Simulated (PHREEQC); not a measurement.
Dissolve 0.087 mol KH2PO4, 0.46 mol Na2HPO4 and 0.49 mol KCl per kg of water at 25 °C. Closed to the air; pH follows from the charge balance.

The numbers come from PHREEQC with the ion-association model, phreeqc.dat.

The ionic strength comes out as 1.68 mol/kgw. What activity coefficients do PO4-3, Cl-, K+, HPO4-2, NaHPO4- get?

PO4-3 0.0063, Cl- 0.59, K+ 0.58, HPO4-2 0.14, NaHPO4- 0.63.

No solid was allowed to form. The ionic strength is past about 0.7 mol/kgw, beyond the range of this activity model, so the values are rough.
